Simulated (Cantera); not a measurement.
An adiabatic, constant-volume homogeneous reactor starts with 5.75 % CH4, 4.60 % CO, 13.8 % O2, 75.9 % N2, at 1150 K and 1.00 bar.

Model: GRI-Mech 3.0 (53 species, 325 reactions), integrated in Cantera.

Problem. Predict: time of steepest temperature rise; temperature at 5.00 s; equilibrium temperature; x(CO) at 5.00 s; x(O2) at 5.00 s.

Solution. 
```
Item                                                              Result
---------------------------------  -------------------------------------
time of steepest temperature rise                                0.177 s
temperature at 5.00 s                                             2635 K
equilibrium temperature                                           2635 K
x(CO) at 5.00 s                    0.0309 (gas-phase equilibrium 0.0309)
x(O2) at 5.00 s                    0.0127 (gas-phase equilibrium 0.0127)
```
